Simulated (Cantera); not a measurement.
CF₄ + HCl (fluorocarbon and chlorocarbon gases)

Feed: 1 mol CF₄, a varied amount of HCl, equilibrated at 1925 K and 7.50 Torr.

Cantera equilibrium calculation (NASA polynomials, part measured and part estimated; ideal gas, pure solids and liquids). Candidate condensed phases: C, C₆H₆, C₇H₈, C₈H₁₈; 118 gas species. Gases not in the tables: C₂F₆ and larger saturated fluorocarbons. Rates play no part.

| n(HCl) (mol) | x CF₄ | x HF | x Cl | x CF₂ | x F | n C(graphite) |
|---|---|---|---|---|---|---|
| 0.041 | 0.871 | 0.0370 | 0.0367 | 0.0281 | 0.0229 | 0 |
| 0.11 | 0.753 | 0.0886 | 0.0875 | 0.0498 | 0.0160 | 0 |
| 0.19 | 0.659 | 0.137 | 0.135 | 0.0474 | 0.0153 | 0.0182 |
| 0.26 | 0.592 | 0.172 | 0.169 | 0.0450 | 0.0149 | 0.0348 |
| 0.33 | 0.536 | 0.202 | 0.198 | 0.0428 | 0.0145 | 0.0514 |
| 0.4 | 0.488 | 0.227 | 0.223 | 0.0408 | 0.0142 | 0.0681 |
| 0.48 | 0.440 | 0.252 | 0.247 | 0.0388 | 0.0138 | 0.0872 |
| 0.55 | 0.404 | 0.271 | 0.265 | 0.0372 | 0.0136 | 0.104 |
| 0.62 | 0.373 | 0.288 | 0.282 | 0.0357 | 0.0133 | 0.121 |
| 0.7 | 0.341 | 0.305 | 0.298 | 0.0341 | 0.0130 | 0.140 |
| 0.77 | 0.316 | 0.318 | 0.311 | 0.0328 | 0.0127 | 0.157 |
| 0.84 | 0.293 | 0.330 | 0.322 | 0.0316 | 0.0125 | 0.174 |
x: gas mole fraction; n: condensed amount in mol.

From 0.041 mol HCl to 0.11 mol HCl nothing is condensed. From 0.19 mol HCl to 0.84 mol HCl the condensed part is C(graphite). The main C-bearing gas is CF₄ throughout.
